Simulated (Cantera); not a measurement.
# Ignition delay

Mixture: 16.6 % CH4, 17.5 % O2, 65.9 % N2, equivalence ratio 1.9, at 5.00 bar, adiabatic and at constant volume. Ignition delay is the time to a rise of 400 K.

Computed with Cantera and GRI-Mech 3.0 (53 species, 325 reactions).

```
T0 (K)  delay (ms)
------  ----------
1248          7.22
1298          3.91
1348          2.17
1398          1.24
1448         0.717
1498         0.424
1548         0.256
1598         0.158
```

apparent activation energy between 1498 and 1598 K: 200 kJ/mol
